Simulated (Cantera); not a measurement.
A closed system holds: 1 mol SiCl4, 1.7 mol Cl2, 9.4 mol H2, 3.2 mol HCl, equilibrated at 673 K and 488 Torr.

Cantera equilibrium calculation (NASA polynomials, part measured and part estimated; ideal gas, pure solids and liquids). Candidate condensed phases: Si; 19 gas species. The numbers say what is thermodynamically allowed, not how fast it happens.

Q: What is the equilibrium state?

A: x(H2): 0.503
x(HCl): 0.431
x(SiCl4): 0.0653
x(SiHCl3): 9.64e-6
gas amount: 15.30 mol
log10 activity of Si(s) (absent): -14.03
